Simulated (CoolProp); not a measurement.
Vapour-liquid equilibrium of R1234ze(E) (1) + R227EA (2) at 0.717 bar; x and y are mole fractions of (1).

Computed with CoolProp (multi-fluid Helmholtz-energy mixture model, Thol 2016 and Lemmon 2016; pair parameters Bell 2023).

Problem. Give the bubble temperature and the first vapour's composition at x = 0.125, 0.2, 0.8. Is there an azeotrope?

Solution. x = 0.125: 248.6 K, y = 0.145; x = 0.2: 248.3 K, y = 0.228; x = 0.8: 246.7 K, y = 0.810. No azeotrope shows between x = 0.05 and 0.95.

Pair parameters are fitted to limited data, so mixtures are less certain than the pure fluids.
